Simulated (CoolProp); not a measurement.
Values from CoolProp's reference Helmholtz-energy equation of state, Lemmon 2006. It is a short technical equation, of lower accuracy than the large ones.

Q: Give the vapour pressure (MPa), liquid density (kg/m³), liquid cp (kJ/(kg K)), surface tension (mN/m) of saturated carbon monoxide at 116.2 K.

A: 
| T (K) | p (MPa) | liquid density (kg/m³) | liquid cp (kJ/(kg K)) | surface tension (mN/m) |
|---|---|---|---|---|
| 116.2 | 1.53 | 605 | 2.87 | 2.62 |

Surface tension comes from a separate correlation (Mulero 2012).
